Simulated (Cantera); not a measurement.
**Thermodynamics of silicon oxide and oxynitride deposition, feed SiCl4 + N2O**

A closed system holds: 1 mol SiCl4, 0.15 mol N2O, at 0.160 bar.

Equilibrium computed with Cantera from the NASA thermochemical tables; the gas is ideal and each condensed phase is pure. Candidate condensed phases: Si, SiO2, Si2N2O, Si3N4; 23 gas species. The tables' values for SiCl3 are old estimates; treat these amounts as uncertain. The tables hold silica as quartz up to 1696 K and as liquid above; real silica turns to tridymite and cristobalite and melts near 1996 K. Kinetics and transport are ignored.

```csv
T (K),log p SiCl4,log p Cl,log p N2,log p Cl2,log p SiCl3,log p SiCl2,log p SiO,n SiO2(α-quartz),n SiO2(β-quartz),n SiO2(condensed)
725,-0.92,-6.72,-1.71,-1.71,<-12,<-12,<-12,0.0750,0,0
875,-0.92,-5.19,-1.71,-1.71,-11.25,<-12,<-12,0,0.0750,0
1025,-0.92,-4.11,-1.71,-1.71,-8.90,<-12,<-12,0,0.0750,0
1175,-0.92,-3.30,-1.71,-1.71,-7.15,-12.39,<-12,0,0.0750,0
1325,-0.92,-2.68,-1.71,-1.73,-5.79,-9.93,<-12,0,0.0750,0
1475,-0.93,-2.20,-1.72,-1.79,-4.70,-7.94,-10.48,0,0.0750,0
1625,-0.94,-1.86,-1.73,-1.92,-3.78,-6.25,-8.17,0,0.0750,0
1775,-0.96,-1.63,-1.74,-2.16,-2.96,-4.73,-6.14,0,0,0.0750
```
log p: log10 of the partial pressure in bar; n: condensed amount in mol.

At 725 K the condensed part is SiO2(α-quartz). From 875 K to 1625 K the condensed part is SiO2(β-quartz). At 1775 K the condensed part is SiO2(condensed). The main Si-bearing gas is SiCl4 throughout.
